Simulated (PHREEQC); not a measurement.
A column of 0.5 m (40 cells, dispersivity 0.04 m, 720 s a shift, diffusion coefficient 3e-10 m²/s) holds 0.41 eq of the database's cation exchanger X per kg of pore water, first in equilibrium with 41 mmol/kgw LiCl and 0.01 mmol/kgw HCl. It is flushed with 0.093 mol SrCl2, 0.037 mol CaCl2 and 1e-05 mol HCl per kg of water, at 15 °C. Values are for the last cell. The system is closed to CO2. Precipitation was switched off in this run.

Computed with PHREEQC (ion-association model, phreeqc.dat).

| pore volumes | Sr in solution (mol/kgw) | Ca in solution (mol/kgw) | Li in solution (mol/kgw) | Cl in solution (mol/kgw) |
|---|---|---|---|---|
| 0 | 0 | 0 | 0.0410 | 0.0410 |
| 0.2125 | 0 | 0 | 0.0410 | 0.0410 |
| 0.6125 | 0 | 0 | 0.0708 | 0.0708 |
| 0.8125 | 0 | 0 | 0.120 | 0.120 |
| 1.212 | 0 | 0 | 0.206 | 0.206 |
| 1.413 | 0 | 0 | 0.230 | 0.230 |
| 1.812 | 2.75e-10 | 4.24e-9 | 0.251 | 0.251 |
| 2.013 | 6.25e-7 | 3.32e-6 | 0.256 | 0.256 |
| 2.212 | 0.000847 | 0.00156 | 0.253 | 0.258 |
| 2.612 | 0.0536 | 0.0347 | 0.0829 | 0.259 |
| 2.812 | 0.0684 | 0.0383 | 0.0464 | 0.260 |
| 3.212 | 0.0827 | 0.0396 | 0.0155 | 0.260 |
| 3.413 | 0.0861 | 0.0394 | 0.00908 | 0.260 |
| 3.812 | 0.0897 | 0.0386 | 0.00320 | 0.260 |
| 4.013 | 0.0907 | 0.0383 | 0.00192 | 0.260 |
| 4.213 | 0.0914 | 0.0381 | 0.00115 | 0.260 |
| 4.612 | 0.0921 | 0.0376 | 0.000418 | 0.260 |
| 4.812 | 0.0924 | 0.0375 | 0.000253 | 0.260 |
| 5.213 | 0.0927 | 0.0373 | 9.28e-5 | 0.260 |
| 5.412 | 0.0927 | 0.0372 | 5.63e-5 | 0.260 |
| 5.812 | 0.0929 | 0.0371 | 2.08e-5 | 0.260 |
| 6.013 | 0.0929 | 0.0371 | 1.26e-5 | 0.260 |
